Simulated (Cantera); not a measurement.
A Cantera script and what it prints.

```python
import numpy as np
import cantera as ct

gas_names = """
    F FO FO2 F2 F2O H HF HOF HO2 H2 H2F2 H2O H2O2 H3F3 H4F4 H5F5 H6F6 H7F7 O OH O2 O3 Si SiF SiF2 SiF3
    SiF4 SiH SiHF3 SiH2 SiH2F2 SiH3 SiH3F SiH4 SiO SiO2 Si2 Si3
""".split()
cond_names = """
    H2O(s) H2O(L) Si(cr) Si(L) SiO2(Lqz) SiO2(hqz) SiO2(L)
""".split()


# ... load() reads the species with a 1 bar reference pressure and builds the phases ...
atoms = {
    'SiF4': {'Si': 1, 'F': 4},
    'O3': {'O': 3},
    'H2': {'H': 2},
}
top_T = {}  # K; cautious upper limits of use, not melting points


# ... equilibrate(T, P, feed) seeds the gas with the atoms and calls Mixture.equilibrate('TP', solver="vcs", rtol=1e-11, max_steps=5000) ...
results = []
feed = {'SiF4': 1, 'O3': 1, 'H2': 16}  # mol
P = 7100  # Pa
for T in [723, 773, 823, 873, 923, 973, 1023, 1073, 1123, 1173]:
    mix = equilibrate(T, P, feed)
    results.append((T, P, feed, dict(zip(mix.species_names, mix.species_moles))))
    x = sorted(zip(gas.X, gas.species_names), reverse=True)
    print(f"T = {T:g} K  P = {P:g} Pa  gas = {mix.phase_moles(0):.4g} mol")
    print("   x: " + "  ".join(f"{s} {v:.3e}" for v, s in x if v > 0.0001))
    print("   condensed (mol): " + ("  ".join(f"{mix.phase(i).name} {mix.phase_moles(i):.4g}"
          for i in range(1, mix.n_phases) if mix.phase_moles(i) > 1e-12) or "none"))
```

Result:

```
T = 723 K  P = 7100 Pa  gas = 17.28 mol
   x: H2 7.521e-01  H2O 1.407e-01  HF 6.579e-02  SiF4 4.141e-02
   condensed (mol): SiO2(Lqz) 0.2843
T = 773 K  P = 7100 Pa  gas = 17.36 mol
   x: H2 7.490e-01  H2O 1.318e-01  HF 8.214e-02  SiF4 3.708e-02
   condensed (mol): SiO2(Lqz) 0.3564
T = 823 K  P = 7100 Pa  gas = 17.43 mol
   x: H2 7.458e-01  H2O 1.228e-01  HF 9.863e-02  SiF4 3.271e-02
   condensed (mol): SiO2(Lqz) 0.4298
T = 873 K  P = 7100 Pa  gas = 17.5 mol
   x: H2 7.428e-01  HF 1.147e-01  H2O 1.140e-01  SiF4 2.845e-02
   condensed (mol): SiO2(hqz) 0.5021
T = 923 K  P = 7100 Pa  gas = 17.57 mol
   x: H2 7.399e-01  HF 1.300e-01  H2O 1.058e-01  SiF4 2.442e-02
   condensed (mol): SiO2(hqz) 0.5709
T = 973 K  P = 7100 Pa  gas = 17.63 mol
   x: H2 7.372e-01  HF 1.439e-01  H2O 9.815e-02  SiF4 2.072e-02
   condensed (mol): SiO2(hqz) 0.6346
T = 1023 K  P = 7100 Pa  gas = 17.69 mol
   x: H2 7.348e-01  HF 1.565e-01  H2O 9.133e-02  SiF4 1.740e-02
   condensed (mol): SiO2(hqz) 0.6921
T = 1073 K  P = 7100 Pa  gas = 17.74 mol
   x: H2 7.327e-01  HF 1.675e-01  H2O 8.532e-02  SiF4 1.448e-02
   condensed (mol): SiO2(hqz) 0.7431
T = 1123 K  P = 7100 Pa  gas = 17.79 mol
   x: H2 7.308e-01  HF 1.771e-01  H2O 8.011e-02  SiF4 1.194e-02
   condensed (mol): SiO2(hqz) 0.7875
T = 1173 K  P = 7100 Pa  gas = 17.83 mol
   x: H2 7.293e-01  HF 1.853e-01  H2O 7.565e-02  SiF4 9.774e-03
   condensed (mol): SiO2(hqz) 0.8257
```

Method: chemical equilibrium by Gibbs-energy minimisation in Cantera with the NASA 1993 tables (ideal gas, pure condensed phases). The tables hold silica as quartz up to 1696 K and as liquid above; real silica turns to tridymite and cristobalite and melts near 1996 K.
